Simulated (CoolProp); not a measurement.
The fluid at 592.61 K and 3.07 MPa (stagnation) flows isentropically through a choked orifice. The same conditions are run with several fluids, on thermodynamics alone (safety and materials aside).

The numbers come from the reference Helmholtz-energy equation of state of each fluid (dimethyl carbonate: Zhou 2011; hydrogen chloride: Thol 2018; water: Wagner 2002; n-pentane: Thol 2019; ammonia: Gao 2020) in CoolProp.

```tsv
fluid	throat to inlet pressure ratio	mass flux (kg/(m² s))	throat temperature (K)
dimethyl carbonate	0.619	8600	572.9
hydrogen chloride	…	5780	…
water	0.546	…	…
n-pentane	0.614	7550	…
ammonia	…	3790	…
```

Complete the blanks.


- hydrogen chloride, throat to inlet pressure ratio: 0.527
- hydrogen chloride, throat temperature (K): 493.1
- water, mass flux (kg/(m² s)): 4050
- water, throat temperature (K): 515.2
- n-pentane, throat temperature (K): 577.4
- ammonia, throat to inlet pressure ratio: 0.557
- ammonia, throat temperature (K): 528.7
